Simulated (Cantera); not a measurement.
What does this Cantera script print?

```python
import numpy as np
import cantera as ct

gas = ct.Solution("gri30.yaml")
gas.TPX = 1923, 94000, {'CH4': 0.58, 'N2': 57}
reactor = ct.IdealGasConstPressureReactor(gas, energy="off", clone=False)
net = ct.ReactorNet([reactor])
net.rtol, net.atol = 1e-08, 1e-18
show = ['CH4', 'C2H2', 'C2H4', 'C2H', 'H2', 'C2H6', 'CH2']
times = np.geomspace(3e-06, 20, 10)

steps = ct.SolutionArray(gas, extra=["t"])
rows = []
print(f"{'t/s':>10s}{'T/K':>9s}{'P/Pa':>11s}" + "".join(f"{s:>11s}" for s in show))
for t in times:
    while net.time < t:
        t_next = net.step()
        steps.append(gas.state, t=t_next)
    rows.append([np.interp(t, steps.t, y) for y in (steps.T, steps.P, *steps(*show).X.T)])
    print(f"{t:10.3e}{rows[-1][0]:9.1f}{rows[-1][1]:11.4g}" + "".join(f"{x:11.3e}" for x in rows[-1][2:]))
rate = np.gradient(steps.T, steps.t)
print("integrator steps:", len(steps.t))
if steps.T.max() > steps.T[0] + 200:
    print(f"time of steepest temperature rise: {steps.t[rate.argmax()]:.4e} s")
gas.TPX = 1923, 94000, {'CH4': 0.58, 'N2': 57}
gas.equilibrate("TP")
print(f"equilibrium (TP): T = {gas.T:.1f} K  " + "  ".join(f"{s} {gas[s].X[0]:.3e}" for s in show))
```

It prints:

```
       t/s      T/K       P/Pa        CH4       C2H2       C2H4        C2H         H2       C2H6        CH2
 3.000e-06   1923.0    9.4e+04  1.007e-02  2.477e-13  1.670e-10  8.230e-19  2.329e-06  1.330e-10  4.871e-10
 1.719e-05   1923.0    9.4e+04  1.002e-02  7.262e-10  7.598e-08  2.041e-14  2.503e-05  3.264e-08  2.692e-08
 9.852e-05   1923.0    9.4e+04  9.725e-03  1.075e-06  1.660e-05  1.865e-10  1.895e-04  2.415e-06  5.161e-07
 5.646e-04   1923.0    9.4e+04  6.266e-03  8.060e-04  6.747e-04  1.357e-07  4.158e-03  1.774e-05  3.532e-06
 3.236e-03   1923.0    9.4e+04  1.259e-03  4.233e-03  3.215e-05  4.484e-07  1.283e-02  8.586e-07  1.310e-06
 1.854e-02   1923.0    9.4e+04  1.684e-04  4.865e-03  1.317e-06  5.413e-07  1.462e-02  1.839e-08  2.413e-07
 1.063e-01   1923.0    9.4e+04  2.049e-05  4.938e-03  7.318e-07  5.590e-07  1.486e-02  2.855e-10  3.144e-08
 6.090e-01   1923.0    9.4e+04  1.447e-06  4.942e-03  7.245e-07  5.631e-07  1.489e-02  2.624e-12  2.270e-09
 3.490e+00   1923.0    9.4e+04  1.039e-06  4.937e-03  7.240e-07  5.629e-07  1.489e-02  1.930e-12  1.634e-09
 2.000e+01   1923.0    9.4e+04  1.181e-06  4.910e-03  7.201e-07  5.599e-07  1.489e-02  2.141e-12  1.858e-09
integrator steps: 1332
equilibrium (TP): T = 1923.0 K  CH4 6.151e-07  C2H2 2.142e-04  C2H4 3.144e-08  C2H 2.443e-08  H2 1.490e-02  C2H6 3.119e-13  CH2 9.698e-10
```

Cantera simulation using GRI-Mech 3.0 (53 species, 325 reactions); the numbers are that mechanism's predictions, not measurements. GRI-Mech 3.0 stops at C3 and has no aromatics, soot or wall deposition, so with more carbon than oxygen in the feed, carbon stays in small species such as C2H2 where larger ones or solid carbon would form.
